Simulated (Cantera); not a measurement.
Input: 1 mol SiH₄, 0.62 mol C₂H₄, 1100 mol H₂, 0.014 mol CH₄, at 2.18 Torr.

These are equilibrium values from Cantera (NASA tables, ideal gas, pure condensed phases), not measurements of a reactor. Candidate condensed phases: C, C₆H₆, C₇H₈, C₈H₁₈, Si, SiC; 87 gas species. The numbers say what is thermodynamically allowed, not how fast it happens.

log p: log10 of the partial pressure in bar; n: condensed amount in mol.

| T (K) | log p H₂ | log p H | log p Si | log p C₂H₂ (acetylene) | log p CH₄ | log p SiH | n SiC(s) | n C(graphite) |
|---|---|---|---|---|---|---|---|---|
| 950 | -2.54 | -10.52 | <-14 | -12.75 | -6.18 | <-14 | 1.00 | 0 |
| 1150 | -2.54 | -8.40 | <-14 | -9.95 | -6.71 | <-14 | 1.00 | 0.179 |
| 1350 | -2.54 | -6.89 | [?] | -8.44 | -7.31 | -12.58 | 1.000 | 0.233 |
| 1550 | -2.54 | -5.77 | [?] | -7.33 | -7.77 | -10.38 | 1.000 | 0.212 |
| 1750 | -2.54 | -4.90 | [?] | -6.48 | -8.12 | -8.69 | 0.988 | 0.00990 |
| 1950 | -2.55 | -4.21 | [?] | -5.99 | -8.50 | -7.27 | 0.429 | 0 |
| 2150 | -2.57 | -3.66 | -5.62 | -5.82 | -8.94 | -7.22 | 0 | 0 |
| 2350 | -2.64 | -3.22 | -5.64 | -5.85 | -9.47 | -7.44 | 0 | 0 |

### Question
What belongs in the gaps?

### Answer

- 1350, log p Si: -12.12
- 1550, log p Si: -9.53
- 1750, log p Si: -7.54
- 1950, log p Si: -5.88
